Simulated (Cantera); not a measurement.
A Cantera script and what it prints.

```python
import numpy as np
import cantera as ct

gas_names = """
    Br Br2 H HBr H2 Si SiBr SiBr2 SiBr3 SiBr4 SiH SiHBr3 SiH2 SiH2Br2 SiH3 SiH3Br SiH4 Si2 Si3
""".split()
cond_names = """
    Br2(cr) Br2(L) Si(cr) Si(L)
""".split()


# ... load() reads the species with a 1 bar reference pressure and builds the phases ...
atoms = {
    'Si': {'Si': 1},
    'HBr': {'H': 1, 'Br': 1},
}
top_T = {}  # K; cautious upper limits of use, not melting points


# ... equilibrate(T, P, feed) seeds the gas with the atoms and calls Mixture.equilibrate('TP', solver="vcs", rtol=1e-11, max_steps=5000) ...
results = []
feed = {'Si': 1, 'HBr': 16}  # mol
T = 1573  # K
P = 730  # Pa
mix = equilibrate(T, P, feed)
results.append((T, P, feed, dict(zip(mix.species_names, mix.species_moles))))
x = sorted(zip(gas.X, gas.species_names), reverse=True)
print(f"T = {T:g} K  P = {P:g} Pa  gas = {mix.phase_moles(0):.4g} mol")
print("   x: " + "  ".join(f"{s} {v:.3e}" for v, s in x if v > 1e-06))
print("   condensed (mol): " + ("  ".join(f"{mix.phase(i).name} {mix.phase_moles(i):.4g}"
      for i in range(1, mix.n_phases) if mix.phase_moles(i) > 1e-12) or "none"))
```

It prints:

```
T = 1573 K  P = 730 Pa  gas = 16.6 mol
   x: HBr 7.477e-01  H2 1.081e-01  Br 8.357e-02  SiBr2 5.249e-02  SiBr4 3.969e-03  SiBr3 3.740e-03  Br2 2.717e-04  H 1.564e-04  SiHBr3 4.795e-05  SiBr 8.781e-06
   condensed (mol): none
```

Cantera equilibrium calculation (NASA polynomials, part measured and part estimated; ideal gas, pure solids and liquids). The tables' values for SiBr3 are old estimates; treat these amounts as uncertain.
